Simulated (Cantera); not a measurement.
A perfectly stirred reactor is fed with 14.9 % H₂, 74.6 % O₂, 10.4 % N₂, equivalence ratio 0.10, at 9.00 Torr; it is held at 1275 K, and followed from long to short residence time.

Cantera simulation using the H2/O2 subset of GRI-Mech 3.0, which has no nitrogen chemistry; the numbers are that mechanism's predictions, not measurements. Radical loss at walls, strong at low pressure, is not modelled. The temperature is held fixed by assumption; the heat of reaction is taken as removed at once.

One state of this run: x H₂ = 0.0155; x O₂ = 0.664; x H = 0.0420; x HO₂ = 4.87e-6; x H₂O₂ = 2.40e-7; x H₂O = 0.108. x: mole fraction; the columns are a selection and need not sum to one.

Problem. Which value of τ (s) does it belong to?
(A) 0.00068
(B) 0.0053
(C) 0.0019
(D) 0.00025

Solution. C, 0.0019
